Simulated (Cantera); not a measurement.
Moist CO burnout

An isothermal, constant-pressure homogeneous reactor starts with 0.921 % CO, 0.771 % O₂, 4.32 % H₂O, 94.0 % N₂, at 850 K and 75.0 Torr.

Computed with Cantera and GRI-Mech 3.0 (53 species, 325 reactions).

| t (s) | x CO | x O₂ | x H₂O | x O | x OH | x N₂O |
|---|---|---|---|---|---|---|
| 7.00e-5 | 0.00921 | 0.00771 | 0.0432 | <1e-12 | <1e-12 | <1e-12 |
| 0.000242 | 0.00921 | 0.00771 | 0.0432 | <1e-12 | <1e-12 | <1e-12 |
| 0.000839 | 0.00921 | 0.00771 | 0.0432 | <1e-12 | <1e-12 | <1e-12 |
| 0.00291 | 0.00921 | 0.00771 | 0.0432 | <1e-12 | <1e-12 | <1e-12 |
| 0.0101 | 0.00921 | 0.00771 | 0.0432 | 1.19e-12 | <1e-12 | <1e-12 |
| 0.0348 | 0.00921 | 0.00771 | 0.0432 | 4.80e-12 | <1e-12 | <1e-12 |
| 0.121 | 0.00921 | 0.00771 | 0.0432 | 4.77e-11 | 2.67e-12 | <1e-12 |
| 0.418 | 0.00921 | 0.00771 | 0.0432 | 2.88e-8 | 1.76e-9 | <1e-12 |
| 1.45 | 0.00362 | 0.00502 | 0.0431 | 1.48e-5 | 5.09e-6 | 6.78e-9 |
| 5.01 | 0.000260 | 0.00326 | 0.0434 | 8.64e-7 | 1.61e-6 | 1.14e-8 |
| 17.3 | 3.25e-5 | 0.00313 | 0.0434 | 3.72e-8 | 3.05e-7 | 1.22e-8 |
| 60.0 | 7.35e-6 | 0.00312 | 0.0434 | 2.41e-9 | 7.36e-8 | 1.24e-8 |
x: mole fraction; the columns are a selection and need not sum to one.

Equilibrium at this temperature and pressure: CO <1e-12, O₂ 0.00312, H₂O 0.0434, O <1e-12, OH 1.50e-9, N₂O 2.07e-11 (gas phase only).
